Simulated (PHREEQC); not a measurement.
Dissolve 0.002 mol Cu(NO3)2, 0.00014 mol HCl and 0.08 mol Na2SO4 per kg of water at 20 °C. Closed to the air; pH follows from the charge balance.

Equilibrium calculation in PHREEQC: ion-association model, phreeqc.dat.

This is a speciation only: nothing precipitates in the calculation.

Problem. What pH, density does the model give?

Solution. pH 4.39; density 1.009 g/cm³.

Problem. In which forms is S present?

Solution. SO4-2 82 %, NaSO4- 17 %, CuSO4 1.3 % of the S.
